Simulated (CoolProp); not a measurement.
500 sccm (0 °C, 1 atm) of nitrogen bubbles through liquid m-xylene at 314.1 K and leaves saturated at a total pressure of 0.0611 MPa (ideal gas phase). Each further row changes one setting.

Values from CoolProp's reference Helmholtz-energy equation of state, Zhou 2012.

```csv
case,vapour pressure (kPa),mole fraction of vapour,delivery (mg/min),delivery (sccm),change of delivery for a bath 1 K warmer (%)
as stated,2.66,0.0435,___,___,___
bath temperature 319.1 K,3.42,___,___,___,5.3
total pressure 0.122 MPa,2.66,___,___,11.1,5.3
```

Q: Fill in the missing entries.

A: 
- as stated, delivery (mg/min): 108
- as stated, delivery (sccm): 22.8
- as stated, change of delivery for a bath 1 K warmer (%): 5.5
- bath temperature 319.1 K, mole fraction of vapour: 0.0560
- bath temperature 319.1 K, delivery (mg/min): 140
- bath temperature 319.1 K, delivery (sccm): 29.6
- total pressure 0.122 MPa, mole fraction of vapour: 0.0218
- total pressure 0.122 MPa, delivery (mg/min): 52.8
